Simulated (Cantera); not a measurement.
Charge: 1 mol CCl₄, 0.027 mol F₂, 0.00085 mol HF, held at 64.0 Pa.

Cantera equilibrium calculation (NASA polynomials, part measured and part estimated; ideal gas, pure solids and liquids). Candidate condensed phases: C, C₆H₆, C₇H₈, C₈H₁₈; 118 gas species. Gases not in the tables: C₂F₆ and larger saturated fluorocarbons. The numbers say what is thermodynamically allowed, not how fast it happens.

x: gas mole fraction; n: condensed amount in mol.

| T (K) | x Cl | x Cl₂ | x CF₄ | x F | x CClF₃ | n C(graphite) |
|---|---|---|---|---|---|---|
| 1073 | 0.0415 | 0.951 | 0.00617 | 5.69e-9 | 0.000580 | 0.986 |
| 1123 | (withheld) | 0.917 | 0.00608 | (withheld) | 0.000546 | 0.986 |
| 1173 | 0.130 | 0.863 | 0.00593 | 1.15e-7 | 0.000506 | 0.986 |
| 1223 | 0.209 | 0.784 | 0.00569 | 4.30e-7 | 0.000456 | 0.986 |
| 1273 | 0.316 | 0.678 | 0.00537 | 1.44e-6 | 0.000397 | 0.986 |
| 1323 | 0.445 | 0.550 | 0.00498 | 4.37e-6 | 0.000331 | 0.986 |
| 1373 | (withheld) | (withheld) | (withheld) | (withheld) | (withheld) | 0.986 |
| 1423 | 0.712 | 0.283 | 0.00415 | 3.15e-5 | 0.000200 | 0.986 |
| 1473 | 0.815 | 0.180 | 0.00381 | 7.65e-5 | 0.000148 | 0.986 |
| 1523 | 0.887 | 0.109 | 0.00353 | 0.000175 | 0.000107 | 0.986 |
| 1573 | 0.932 | 0.0638 | 0.00328 | 0.000381 | 7.63e-5 | 0.986 |
| 1623 | 0.958 | 0.0372 | 0.00298 | 0.000784 | 5.36e-5 | 0.986 |

Task: Fill in the missing entries.

Result: 
- 1373, x Cl: 0.583
- 1373, x Cl₂: 0.412
- 1373, x CF₄: 0.00456
- 1373, x F: 1.22e-5
- 1373, x CClF₃: 0.000263
- 1123, x Cl: 0.0758
- 1123, x F: 2.75e-8
